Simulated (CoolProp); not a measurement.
Computed with CoolProp (reference Helmholtz-energy equation of state, Lemmon 2006). It is a short technical equation, of lower accuracy than the large ones.

Problem. For C2F6 (R116), give the phase and the density (kg/m³), cv (kJ/(kg K)), Joule-Thomson coefficient (K/MPa), expansivity (1/kK) at 288.6 K and 3.14 MPa; 343.2 K and 3.14 MPa; 397.7 K and 3.14 MPa.

Solution. 
- 288.6 K and 3.14 MPa: liquid; density 985, cv 0.781, Joule-Thomson coefficient 2.66, expansivity 20.6
- 343.2 K and 3.14 MPa: supercritical; density 194, cv 0.809, Joule-Thomson coefficient 6.87, expansivity 6.83
- 397.7 K and 3.14 MPa: supercritical; density 147, cv 0.863, Joule-Thomson coefficient 4.05, expansivity 3.99
